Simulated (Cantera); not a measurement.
Thermodynamics of calcination and drying, feed CaCO₃ + H₂ + H₂O

Feed: 1 mol CaCO₃, 6.2 mol H₂, 0.57 mol H₂O, held at 0.000810 bar.

These are equilibrium values from Cantera (NASA tables, ideal gas, pure condensed phases), not measurements of a reactor. Candidate condensed phases: C, C₆H₆, C₇H₈, C₈H₁₈, Ca, CaCO₃, CaO, Ca(OH)₂, H₂O; 115 gas species. The numbers say what is thermodynamically allowed, not how fast it happens.

From 277 °C to 477 °C the condensed part is CaCO₃(calcite) + CaO(s). From 577 °C to 1577 °C the condensed part is CaO(s).

```
T (°C)  log p H₂  log p H₂O  log p CO  log p CO₂  log p H  log p OH  n CaCO₃(calcite)  n CaO(s)
------  --------  ---------  --------  ---------  -------  --------  ----------------  --------
277        -3.13      -4.16     -9.42      -8.69     <-15      <-15             0.998   0.00192
377        -3.13      -4.16     -6.29      -6.13     <-15      <-15             0.988    0.0122
477        -3.22      -3.96     -4.31      -4.26   -14.11      <-15           0.00410     0.996
577        -3.23      -3.91     -4.20      -4.39   -12.31      <-15                 0      1.00
677        -3.24      -3.88     -4.13      -4.51   -10.88    -14.34                 0      1.00
777        -3.25      -3.85     -4.09      -4.63    -9.71    -12.82                 0      1.00
877        -3.25      -3.84     -4.07      -4.73    -8.75    -11.56                 0      1.00
977        -3.25      -3.83     -4.05      -4.82    -7.94    -10.50                 0      1.00
1077       -3.26      -3.82     -4.04      -4.90    -7.25     -9.61                 0      1.00
1177       -3.26      -3.82     -4.03      -4.96    -6.65     -8.83                 0      1.00
1277       -3.26      -3.81     -4.02      -5.02    -6.13     -8.16                 0     1.000
1377       -3.26      -3.81     -4.02      -5.07    -5.67     -7.57                 0     1.000
1477       -3.26      -3.81     -4.02      -5.12    -5.27     -7.04                 0     1.000
1577       -3.27      -3.81     -4.02      -5.16    -4.90     -6.57                 0     1.000
```
log p: log10 of the partial pressure in bar; n: condensed amount in mol.
